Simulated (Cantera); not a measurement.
A closed system holds: 1 mol Pb, 10 mol N₂, held at 700 K and 5.10 mbar.

These are equilibrium values from Cantera (NASA tables, ideal gas, pure condensed phases), not measurements of a reactor. Candidate condensed phases: Pb; 4 gas species. Rates play no part.

Q: What is the equilibrium state?

A: 
| Property | Result |
|---|---|
| x(N₂) | 1.00 |
| n(Pb(l)) | 1.000 mol |
| gas amount | 10.00 mol |
